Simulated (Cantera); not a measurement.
Charge: 1 mol Si2H6, 0.8 mol HCl, 69 mol N2, equilibrated at 1423 K and 2200 Pa.

Method: chemical equilibrium by Gibbs-energy minimisation in Cantera with the NASA 1993 tables (ideal gas, pure condensed phases). Candidate condensed phases: NH4Cl, Si, Si3N4; 28 gas species. The feed counts by its element totals alone. N2 is the only nitrogen source here; it is nearly inert below about 1500 K, so the nitride shown seldom forms there in practice. Kinetics and transport are ignored.

Base state: N2 0.947, H2 0.0420, HCl 0.0111, SiCl2 5.24e-5 (mole fractions); condensed: Si3N4(s).

### Question
What changes in the equilibrium state with this change: temperature from 1423 K to 1700 K?

### Answer
| species | before | after |
|---|---|---|
| N2 | 0.947 | 0.947 |
| H2 | 0.0420 | 0.0430 |
| HCl | 0.0111 | 0.00882 |
| SiCl2 | 5.24e-5 | 0.00115 |
| H | 9.18e-6 | 0.000206 |
| Cl | 1.98e-6 | 3.29e-5 |
| Si3N4(s), mol | 0.665 | 0.639 |
